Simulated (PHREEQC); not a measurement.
Metal-bearing waste water (model solution)

Solution (30 °C): 0.014 mol/kgw FeCl3, 0.012 mol/kgw H2SO4 and 0.22 mol/kgw Na2SO4. Closed to the air; pH follows from the charge balance.

All values are PHREEQC results (ion-association model, phreeqc.dat), not measurements.

Each row changes one thing in this solution. Precipitation was switched off in this run.

| case | pH | ionic strength (mol/kgw) | Na+ (mol/kgw) | SO4-2 (mol/kgw) | NaSO4- (mol/kgw) | HSO4- (mol/kgw) | SI of Halite (NaCl) |
|---|---|---|---|---|---|---|---|
| as made | 2.35 | 0.539 | 0.383 | 0.139 | 0.0566 | 0.0181 | -3.71 |
| FeCl3 from 0.014 to 0.0028 mol/kgw | 2.38 | 0.537 | 0.380 | 0.149 | 0.0603 | 0.0184 | -4.41 |
| H2SO4 left out | 3.32 | 0.542 | 0.382 | 0.144 | 0.0582 | 0.00199 | -3.71 |
| FeCl3 replaced by CuCl2 at the same molality | 2.37 | 0.552 | 0.381 | 0.147 | 0.0590 | 0.0183 | -3.89 |
| diluted 100-fold with water | 3.50 | 0.00717 | 0.00436 | 0.00220 | 3.48e-5 | 5.79e-5 | -7.39 |
| Na2SO4 from 0.22 to 0.44 mol/kgw | 2.44 | 0.987 | 0.720 | 0.253 | 0.161 | 0.0192 | -3.45 |
| temperature from 30 to 90 °C | ? | 0.533 | 0.380 | 0.132 | 0.0600 | 0.0269 | -3.80 |
| temperature from 30 to 60 °C | 2.57 | ? | 0.381 | 0.134 | 0.0592 | 0.0212 | -3.75 |
| FeCl3 replaced by AlCl3 at the same molality | 2.35 | 0.538 | 0.384 | 0.138 | 0.0562 | 0.0181 | -3.70 |

Question: Some entries are withheld; supply them.

Answer: 
- temperature from 30 to 90 °C, pH: 2.79
- temperature from 30 to 60 °C, ionic strength (mol/kgw): 0.531

The ionic strength passes 0.7 mol/kgw, the rough limit of the ion-association models, in Na2SO4 from 0.22 to 0.44 mol/kgw. Some of these states are supersaturated (in Hematite (slow to form), Goethite (slow to form), Fe(OH)3(a), for instance). At this temperature some constants are extrapolated from 25 °C, and those without enthalpy data are left unchanged.
